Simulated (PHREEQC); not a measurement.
# Polishing slurry liquid (model solution)

A solution holds 120 mmol/kgw HNO3, 0.091 mmol/kgw Fe(NO3)3 and 12 mmol/kgw CO2, at 25 °C. Closed to the air; pH follows from the charge balance.

All values are PHREEQC results (ion-association model, wateq4f.dat), not measurements.

Each row changes one thing in this solution. Precipitation was switched off in this run.

```csv
case,pH,HCO3- (mol/kgw)
as made,1.01,7.17e-8
CO2 from 0.012 to 0.018 mol/kgw,1.01,1.08e-7
diluted 5-fold with water,…,…
Fe(NO3)3 from 9.1e-05 to 1.82e-05 mol/kgw,1.01,7.16e-8
temperature from 25 to 50 °C,1.01,8.50e-8
Fe(NO3)3 replaced by Mn(NO3)2 at the same molality,1.01,7.16e-8
temperature from 25 to 80 °C,…,…
```

**Question.** What belongs in the gaps?

**Answer.** 
- diluted 5-fold with water, pH: 1.67
- diluted 5-fold with water, HCO3- (mol/kgw): 5.84e-8
- temperature from 25 to 80 °C, pH: 1.02
- temperature from 25 to 80 °C, HCO3- (mol/kgw): 7.76e-8

Complexes and solids missing from the database can't appear. Some of these states are supersaturated (in Hematite (slow to form), Goethite (slow to form), for instance). Away from 25 °C the constants follow the database's enthalpies or fits; those with neither stay at their 25 °C values.
